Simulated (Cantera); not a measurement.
A perfectly stirred reactor is fed with 54.6 % CH4, 20.8 % CO2, 24.6 % H2, at 82.5 Torr; it is held at 1975 K, and followed from long to short residence time.

Cantera simulation using GRI-Mech 3.0 (53 species, 325 reactions); the numbers are that mechanism's predictions, not measurements. GRI-Mech 3.0 stops at C3 and has no aromatics, soot or wall deposition, so with more carbon than oxygen in the feed, carbon stays in small species such as C2H2 where larger ones or solid carbon would form.

x: mole fraction; the columns are a selection and need not sum to one.

| τ (s) | x CH4 | x CO2 | x H2 | x CH2O | x C2H |
|---|---|---|---|---|---|
| 7.3 | 0.00228 | 0.000145 | 0.661 | ? | 8.24e-6 |
| 2.4 | 0.00401 | 0.000433 | 0.657 | ? | 8.13e-6 |
| 0.76 | 0.00730 | 0.00128 | 0.648 | ? | 8.10e-6 |
| 0.25 | 0.0131 | 0.00332 | 0.629 | ? | 8.33e-6 |
| 0.079 | 0.0242 | 0.00804 | 0.597 | ? | 8.80e-6 |
| 0.026 | 0.0448 | 0.0189 | 0.560 | ? | 8.85e-6 |
| 0.0083 | 0.0867 | 0.0471 | 0.527 | ? | 7.79e-6 |
| 0.0027 | 0.163 | 0.0975 | 0.494 | ? | 5.71e-6 |
| 0.00086 | 0.285 | 0.152 | 0.424 | ? | 3.04e-6 |

### Question
Some entries are withheld; supply them.

### Answer

- 7.3, x CH2O: 1.27e-8
- 2.4, x CH2O: 3.55e-8
- 0.76, x CH2O: 1.50e-7
- 0.25, x CH2O: 5.99e-7
- 0.079, x CH2O: 2.10e-6
- 0.026, x CH2O: 5.72e-6
- 0.0083, x CH2O: 1.38e-5
- 0.0027, x CH2O: 3.02e-5
- 0.00086, x CH2O: 5.64e-5
